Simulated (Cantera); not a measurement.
Charge: 1 mol Si, 5.5 mol NF₃, 42 mol N₂, 5 mol HCl, at 1223 K and 10.0 mbar.

Method: chemical equilibrium by Gibbs-energy minimisation in Cantera with the NASA 1993 tables (ideal gas, pure condensed phases). Candidate condensed phases: NH₄Cl, Si, Si₃N₄; 49 gas species. Rates play no part.

Base state: N₂ 0.765, HF 0.0855, ClF 0.0799, F 0.0482, SiF₄ 0.0171, Cl 0.00239, Cl₂ 0.00159, F₂ 6.42e-5 (mole fractions); condensed: gas only.

Problem. What changes in the equilibrium state with this change: temperature from 1223 K to 1200 K?

Solution. 
| species | before | after |
|---|---|---|
| N₂ | 0.765 | 0.766 |
| HF | 0.0855 | 0.0856 |
| ClF | 0.0799 | 0.0819 |
| F | 0.0482 | 0.0464 |
| SiF₄ | 0.0171 | 0.0171 |
| Cl | 0.00239 | 0.00156 |
| Cl₂ | 0.00159 | 0.00109 |
